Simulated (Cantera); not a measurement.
A closed system holds: 1 mol Na₂SO₄, 0.027 mol CO₂, held at 1323 K and 1330 Pa.

Cantera equilibrium calculation (NASA polynomials, part measured and part estimated; ideal gas, pure solids and liquids). Candidate condensed phases: C, Na, NaO₂, Na₂CO₃, Na₂O, Na₂O₂, Na₂S, Na₂SO₄, S; 27 gas species. Kinetics and transport are ignored.

Base state: CO₂ 0.999, Na 0.000299, O₂ 0.000220, SO₂ 0.000150, CO 0.000140, Na₂SO₄ 0.000136 (mole fractions); condensed: Na₂SO₄(l).

What changes in the equilibrium state with this change: Na₂SO₄ replaced by Mg(OH)₂?


```tsv
species	before	after
H₂O	0	0.973
CO₂	0.999	0.0263
H₂	0	0.000134
Na	0.000299	0
SO₂	0.000150	0
Na₂SO₄	0.000136	0
OH	0	1.67e-5
CO	0.000140	6.72e-6
O₂	0.000220	6.63e-5
Na₂SO₄(l), mol	1.000	0
MgO(s), mol	0	1.00
```
Further candidate phases: C₆H₆, C₇H₈, C₈H₁₈, H₂O, Mg, MgCO₃, MgO, Mg(OH)₂.

What changes in the equilibrium state with this change: temperature from 1323 K to 1673.15 K?


```tsv
species	before	after
CO₂	0.999	0.773
Na	0.000299	0.100
O₂	0.000220	0.0509
SO₂	0.000150	0.0504
Na₂SO₄	0.000136	0.0231
NaO	1.70e-7	0.000552
O	3.42e-8	6.54e-5
Na₂SO₄(l), mol	1.000	0.997
```
